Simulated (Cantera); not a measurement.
An adiabatic, constant-pressure homogeneous reactor starts with 19.2 % H2, 15.5 % O2, 58.3 % N2, 6.93 % NO, at 1050 K and 0.250 bar.

Cantera simulation using GRI-Mech 3.0 (53 species, 325 reactions); the numbers are that mechanism's predictions, not measurements. The mechanism lacks 2 NO + O2 → 2 NO2 and HONO, so NO2 and the effect of NO are under-described below about 1400 K.

x: mole fraction; the columns are a selection and need not sum to one.

```csv
t (s),T (K),x H2,x O2,x NO,x H2O2,x O,x NO2
9.00e-6,1050,0.192,0.155,0.0693,<1e-12,7.04e-11,2.19e-10
2.88e-5,1050,0.192,0.155,0.0693,<1e-12,3.72e-10,9.27e-10
9.19e-5,1050,0.192,0.155,0.0693,1.07e-12,8.06e-9,9.93e-9
0.000294,1051,0.192,0.155,0.0693,6.33e-9,4.96e-5,1.78e-5
0.000939,2066,0.0143,0.0638,0.0735,1.13e-7,0.0119,5.06e-6
0.00300,2319,0.00450,0.0646,0.0713,1.10e-7,0.00349,1.90e-5
0.00959,2342,0.00402,0.0679,0.0646,1.28e-7,0.00328,1.96e-5
0.0306,2368,0.00434,(withheld),(withheld),(withheld),(withheld),(withheld)
0.0979,2404,0.00484,0.0891,0.0188,1.67e-7,0.00531,6.03e-6
0.313,2412,0.00497,0.0921,0.0121,1.72e-7,0.00565,3.90e-6
1.00,2412,0.00497,0.0921,0.0120,1.72e-7,0.00566,3.88e-6
```

Task: Fill in the missing entries.

Result: 
- 0.0306, x O2: 0.0766
- 0.0306, x NO: 0.0459
- 0.0306, x H2O2: 1.44e-7
- 0.0306, x O: 0.00403
- 0.0306, x NO2: 1.43e-5
